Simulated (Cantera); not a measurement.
Input: 1 mol SiCl4, 1.2 mol HCl, 2.2 mol H2, equilibrated at 1498.15 K and 530000 Pa.

Equilibrium computed with Cantera from the NASA thermochemical tables; the gas is ideal and each condensed phase is pure. Candidate condensed phases: Si; 19 gas species. The tables' values for SiCl3 are old estimates; treat these amounts as uncertain. Equilibrium is a limit: real reactors are often held back by kinetics, nucleation or transport.

Base state: H2 0.450, HCl 0.327, SiCl4 0.173, SiHCl3 0.0245, SiCl3 0.0191, SiCl2 0.00678, SiH2Cl2 0.000551 (mole fractions); condensed: gas only.

### Question
What changes in the equilibrium state with this change: SiCl4 replaced by Si?

### Answer
| species | before | after |
|---|---|---|
| H2 | 0.450 | 0.817 |
| HCl | 0.327 | 0.0842 |
| SiCl2 | 0.00678 | 0.0279 |
| SiCl4 | 0.173 | 0.0260 |
| SiCl3 | 0.0191 | 0.0151 |
| SiHCl3 | 0.0245 | 0.0259 |
| SiH3Cl | 3.64e-6 | 0.000191 |
| SiH2Cl2 | 0.000551 | 0.00411 |
| Si(s), mol | 0 | 0.683 |
